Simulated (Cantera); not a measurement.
Charge: 1 mol Si, 1 mol N2O, 700 mol H2, held at 1225 °C and 1.00 bar.

These are equilibrium values from Cantera (NASA tables, ideal gas, pure condensed phases), not measurements of a reactor. Candidate condensed phases: H2O, Si, SiO2, Si2N2O, Si3N4; 35 gas species. Mutual solubility and eutectic melting of coexisting phases are not modelled. The tables hold silica as quartz up to 1696 K and as liquid above; real silica turns to tridymite and cristobalite and melts near 1996 K. Rates play no part.

Base state: H2 0.999, N2 0.000933, H2O 7.49e-5, SiO 2.17e-5, H 1.72e-5 (mole fractions); condensed: SiO2(β-quartz) + Si2N2O(s).

Question: What changes in the equilibrium state with this change: pressure from 1.00 bar to 15.0 mbar?

Answer: 
```tsv
species	before	after
H2	0.999	0.997
N2	0.000933	0.00142
SiO	2.17e-5	0.00142
H2O	7.49e-5	1.66e-6
H	1.72e-5	0.000140
SiO2(β-quartz), mol	0.293	0
Si2N2O(s), mol	0.346	0.00102
```

Question: What changes in the equilibrium state with this change: temperature from 1225 °C to 1352 °C?

Answer: 
```json
[
 {"species": "H2", "before": "0.999", "after": "0.998"},
 {"species": "N2", "before": "0.000933", "after": "0.00108"},
 {"species": "SiO", "before": "2.17e-5", "after": "0.000475"},
 {"species": "H", "before": "1.72e-5", "after": "7.05e-5"},
 {"species": "H2O", "before": "7.49e-5", "after": "0.000100"},
 {"species": "SiO2(β-quartz), mol", "before": "0.293", "after": "0.175"},
 {"species": "Si2N2O(s), mol", "before": "0.346", "after": "0.246"}
]
```

Question: What changes in the equilibrium state with this change: Si replaced by Si3N4?

Answer: 
```csv
species,before,after
H2,0.999,0.998
N2,0.000933,0.00190
H,1.72e-5,1.72e-5
H2O,7.49e-5,1.85e-8
SiO,2.17e-5,2.39e-7
"SiO2(β-quartz), mol",0.293,0
"Si2N2O(s), mol",0.346,1.000
"Si3N4(s), mol",0,0.333
```
